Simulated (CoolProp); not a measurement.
Vapour-liquid equilibrium of benzene (1) + toluene (2) at 0.0812 MPa; x and y are mole fractions of (1).

Values from CoolProp's multi-fluid Helmholtz-energy mixture model, Thol 2012 and Lemmon 2006; pair parameters Bell 2016.

Problem. Give the bubble temperature and the first vapour's composition at x = 0.45, 0.55, 0.65. Is there an azeotrope?

Solution. x = 0.45: 359.5 K, y = 0.669; x = 0.55: 356.6 K, y = 0.753; x = 0.65: 354.0 K, y = 0.824. No azeotrope shows between x = 0.05 and 0.95.

The pair parameters rest on a limited set of measurements; away from them the model extrapolates.
